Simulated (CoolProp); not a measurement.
The numbers come from the reference Helmholtz-energy equation of state, Aleksandrov 2011 in CoolProp. It is a short technical equation, of lower accuracy than the large ones.

Question: Give the vapour pressure (MPa), liquid density (kg/m³), liquid cp (kJ/(kg K)), vapour Z of saturated n-undecane at 78.95 °C.

Answer: 
| T (°C) | p (MPa) | liquid density (kg/m³) | liquid cp (kJ/(kg K)) | vapour Z |
|---|---|---|---|---|
| 78.95 | 0.00165 | 695 | 2.41 | 0.996 |
